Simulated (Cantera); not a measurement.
A closed system holds: 1 mol HMDSO, 11 mol O2, 8.8 mol N2, equilibrated at 375 °C and 1330 Pa.

These are equilibrium values from Cantera (NASA tables, ideal gas, pure condensed phases), not measurements of a reactor. Candidate condensed phases: C, C6H6, C7H8, C8H18, H2O, Si, SiC, SiO2, Si2N2O, Si3N4; 151 gas species. The feed counts by its element totals alone. The numbers say what is thermodynamically allowed, not how fast it happens.

Base state: N2 0.370, H2O 0.299, CO2 0.248, H2 0.0795, CO 0.00415, CH4 9.26e-5 (mole fractions); condensed: SiO2(α-quartz).

Q: What changes in the equilibrium state with this change: temperature from 375 °C to 1550 °C?

A: 
```tsv
species	before	after
N2	0.370	0.369
H2O	0.299	0.351
CO2	0.248	0.194
CO	0.00415	0.0576
H2	0.0795	0.0266
SiO	<1e-9	1.94e-5
H	<1e-9	0.000612
OH	<1e-9	0.000563
CH4	9.26e-5	<1e-9
SiO2(α-quartz), mol	2.00	0
SiO2(condensed), mol	0	2.00
```
The tables hold silica as quartz up to 1696 K and as liquid above; real silica turns to tridymite and cristobalite and melts near 1996 K.

Q: What changes in the equilibrium state with this change: HMDSO replaced by SiF4?

A: 
```csv
species,before,after
O2,<1e-9,0.529
N2,0.370,0.423
SiF4,0,0.0481
H2O,0.299,0
CO2,0.248,0
H2,0.0795,0
CO,0.00415,0
CH4,9.26e-5,0
"SiO2(α-quartz), mol",2.00,0
```

Q: What changes in the equilibrium state with this change: temperature from 375 °C to 827 °C?

A: 
```json
[
 {"species": "N2", "before": "0.370", "after": "0.370"},
 {"species": "H2O", "before": "0.299", "after": "0.328"},
 {"species": "CO2", "before": "0.248", "after": "0.218"},
 {"species": "CO", "before": "0.00415", "after": "0.0338"},
 {"species": "H2", "before": "0.0795", "after": "0.0502"},
 {"species": "CH4", "before": "9.26e-5", "after": "<1e-9"},
 {"species": "SiO2(α-quartz), mol", "before": "2.00", "after": "0"},
 {"species": "SiO2(β-quartz), mol", "before": "0", "after": "2.00"}
]
```
